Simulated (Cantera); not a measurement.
Charge: 1 mol HMDSO, 0.33 mol O3, 11 mol N2, equilibrated at 0.720 Torr.

These are equilibrium values from Cantera (NASA tables, ideal gas, pure condensed phases), not measurements of a reactor. Candidate condensed phases: C, C6H6, C7H8, C8H18, H2O, Si, SiC, SiO2, Si2N2O, Si3N4; 151 gas species. The feed counts by its element totals alone. N2 is the only nitrogen source here; it is nearly inert below about 1500 K, so the nitride shown seldom forms there in practice. The numbers say what is thermodynamically allowed, not how fast it happens.

Which condensed phases are stable at each of these points (T (K)): 1350, 1425, 1500, 1575, 1650, 1725, 1800?


| T (K) | condensed phases | Si condensed (%) |
|---|---|---|
| 1350 | C(graphite) + Si2N2O(s) | 100.0 |
| 1425 | C(graphite) + SiC(s) | 99.9 |
| 1500 | C(graphite) + SiC(s) | 99.8 |
| 1575 | C(graphite) + SiC(s) | 99.7 |
| 1650 | C(graphite) + SiC(s) | 99.7 |
| 1725 | C(graphite) + SiC(s) | 99.5 |
| 1800 | C(graphite) + SiC(s) | 99.4 |

At 1350 K the condensed part is C(graphite) + Si2N2O(s). From 1425 K to 1800 K the condensed part is C(graphite) + SiC(s).
